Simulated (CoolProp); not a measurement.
The fluid at 293.15 K and 0.0266 MPa (gas) is heated at constant pressure to 410.6 K. The same conditions are run with several fluids, on thermodynamics alone (safety and materials aside).

Model: reference Helmholtz-energy equation of state of each fluid (c-C4F8 (RC318): Platzer 1990; normal hydrogen: Leachman 2009; carbonyl sulfide: Lemmon 2006; nitrogen: Span 2000; isobutene: Lemmon 2005), in CoolProp. The equations of Platzer and Polt are older, rougher fits.

**Question.** Rank c-C4F8 (RC318), normal hydrogen, carbonyl sulfide, nitrogen, isobutene by heat (kJ/kg), highest first.

**Answer.** normal hydrogen (1690), isobutene (212), nitrogen (122), c-C4F8 (RC318) (101), carbonyl sulfide (86.0)

```json
[
 {"fluid": "c-C4F8 (RC318)", "final density (kg/m³)": "1.56"},
 {"fluid": "normal hydrogen", "final density (kg/m³)": "0.0157"},
 {"fluid": "carbonyl sulfide", "final density (kg/m³)": "0.469"},
 {"fluid": "nitrogen", "final density (kg/m³)": "0.218"},
 {"fluid": "isobutene", "final density (kg/m³)": "0.438"}
]
```
